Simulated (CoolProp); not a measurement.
Values from CoolProp's reference Helmholtz-energy equation of state, Gao 2022.

Q: For n-perfluoropentane, give the phase and the density (kg/m³), cp (kJ/(kg K)), cv (kJ/(kg K)), isothermal compressibility (1/MPa) at 248.3 K and 38 bar; 373.6 K and 38 bar.

A: 
- 248.3 K and 38 bar: liquid; density 1770, cp 0.947, cv 0.751, isothermal compressibility 0.00181
- 373.6 K and 38 bar: liquid; density 1350, cp 1.18, cv 0.923, isothermal compressibility 0.0114
